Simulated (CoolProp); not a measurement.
A single-stage vapour-compression cycle with R236FA: evaporating at 317.15 K (dew point), condensing at 349.15 K (bubble point), superheat 10 K, subcooling 0 K, compressor efficiency 0.8, no pressure losses. Each further row changes one setting.

Values from CoolProp's reference Helmholtz-energy equation of state, Pan 2012.

```json
[
 {"case": "as stated", "cooling COP": "[?]", "pressure ratio": "2.31", "discharge temperature (K)": "355.1", "refrigerating effect (kJ/kg)": "100", "volumetric capacity (kJ/m³)": "3140"},
 {"case": "evaporating temperature 322.15 K", "cooling COP": "[?]", "pressure ratio": "2.00", "discharge temperature (K)": "355.7", "refrigerating effect (kJ/kg)": "[?]", "volumetric capacity (kJ/m³)": "3740"},
 {"case": "condensing temperature 344.15 K", "cooling COP": "7.79", "pressure ratio": "2.05", "discharge temperature (K)": "350.7", "refrigerating effect (kJ/kg)": "107", "volumetric capacity (kJ/m³)": "3360"},
 {"case": "subcooling 5 K", "cooling COP": "6.71", "pressure ratio": "2.31", "discharge temperature (K)": "355.1", "refrigerating effect (kJ/kg)": "107", "volumetric capacity (kJ/m³)": "3360"},
 {"case": "superheat 20 K", "cooling COP": "6.51", "pressure ratio": "2.31", "discharge temperature (K)": "364.5", "refrigerating effect (kJ/kg)": "110", "volumetric capacity (kJ/m³)": "[?]"},
 {"case": "compressor efficiency 0.7", "cooling COP": "[?]", "pressure ratio": "2.31", "discharge temperature (K)": "357.2", "refrigerating effect (kJ/kg)": "100", "volumetric capacity (kJ/m³)": "3140"}
]
```

**Question.** What belongs in the gaps?

**Answer.** 
- as stated, cooling COP: 6.28
- evaporating temperature 322.15 K, cooling COP: 7.80
- evaporating temperature 322.15 K, refrigerating effect (kJ/kg): 104
- superheat 20 K, volumetric capacity (kJ/m³): 3280
- compressor efficiency 0.7, cooling COP: 5.49
